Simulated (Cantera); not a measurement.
What does this Cantera script print?

```python
import numpy as np
import cantera as ct

gas_names = """
    H H2 Si SiH SiH2 SiH3 SiH4 Si2 Si3
""".split()
cond_names = """
    Si(cr) Si(L)
""".split()


# ... load() reads the species with a 1 bar reference pressure and builds the phases ...
atoms = {
    'Si3H8': {'Si': 3, 'H': 8},
    'H2': {'H': 2},
}
top_T = {}  # K; cautious upper limits of use, not melting points


# ... equilibrate(T, P, feed) seeds the gas with the atoms and calls Mixture.equilibrate('TP', solver="vcs", rtol=1e-11, max_steps=5000) ...
results = []
feed = {'Si3H8': 1, 'H2': 41}  # mol
T = 873  # K
P = 650  # Pa
mix = equilibrate(T, P, feed)
results.append((T, P, feed, dict(zip(mix.species_names, mix.species_moles))))
x = sorted(zip(gas.X, gas.species_names), reverse=True)
print(f"T = {T:g} K  P = {P:g} Pa  gas = {mix.phase_moles(0):.4g} mol")
print("   x: " + "  ".join(f"{s} {v:.3e}" for v, s in x if v > 0.0001))
print("   condensed (mol): " + ("  ".join(f"{mix.phase(i).name} {mix.phase_moles(i):.4g}"
      for i in range(1, mix.n_phases) if mix.phase_moles(i) > 1e-12) or "none"))
```

Result:

```
T = 873 K  P = 650 Pa  gas = 45 mol
   x: H2 1.000e+00
   condensed (mol): Si(cr) 3
```

Equilibrium computed with Cantera from the NASA thermochemical tables; the gas is ideal and each condensed phase is pure. The feed counts by its element totals alone.
